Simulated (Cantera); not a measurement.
Input: 1 mol Si₃H₈, 0.84 mol Cl₂, 220 mol H₂, equilibrated at 0.0500 bar.

Equilibrium computed with Cantera from the NASA thermochemical tables; the gas is ideal and each condensed phase is pure. Candidate condensed phases: Si; 19 gas species. The feed counts by its element totals alone. Gases not in the tables: Si₂H₆ and higher silanes. Kinetics and transport are ignored.

**Question.** At 1402 °C, list the 5 most abundant gas species with their mole fractions, and the condensed phases.

**Answer.** H₂ 0.992, HCl 0.00710, H 0.000517, SiCl₂ 0.000183, SiH₂ 1.12e-5. Condensed: Si(s).
